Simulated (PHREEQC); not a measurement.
Synthetic water in mmol/kgw, 45 °C, pH 1.86, pe 9.2:

| constituent | mmol/kgw |
|---|---|
| Na | 12.6 |
| K | 2.49 |
| Ca | 8.52 |
| Mg | 3.22 |
| Cl | 3.81 |
| S(6) | 31.5 |
| O(0) (counted as O atoms) | 0.157 |

Valence states are taken as typed.

The numbers come from PHREEQC with the ion-association model, phreeqc.dat.

The ionic strength comes out as 0.0647 mol/kgw. What activity coefficients do Cl-, Mg+2, Na+, NaSO4-, Ca+2 get?

Cl- 0.79, Mg+2 0.44, Na+ 0.80, NaSO4- 0.81, Ca+2 0.43.

No solid was allowed to form. Constants without temperature data keep their 25 °C values here.
